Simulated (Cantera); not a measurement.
Feed: 1 mol SiH2Cl2, 290 mol N2, held at 2300 Pa.

Cantera equilibrium calculation (NASA polynomials, part measured and part estimated; ideal gas, pure solids and liquids). Candidate condensed phases: NH4Cl, Si, Si3N4; 28 gas species. N2 is the only nitrogen source here; it is nearly inert below about 1500 K, so the nitride shown seldom forms there in practice. The tables' values for SiCl3 are old estimates; treat these amounts as uncertain. Rates play no part. All values below are at 877 °C.

Base state: N2 0.993, HCl 0.00586, H2 0.000503, SiCl4 0.000240, SiCl3 1.14e-5 (mole fractions); condensed: Si3N4(s).

**Question.** What changes in the equilibrium state with this change: N2 from 290 to 21 mol?

**Answer.** 
```tsv
species	before	after
N2	0.993	0.916
HCl	0.00586	0.0647
H2	0.000503	0.0125
SiCl4	0.000240	0.00612
SiHCl3	4.18e-7	2.39e-5
SiCl3	1.14e-5	0.000131
SiCl2	5.91e-6	3.07e-5
Si3N4(s), mol	0.308	0.287
```
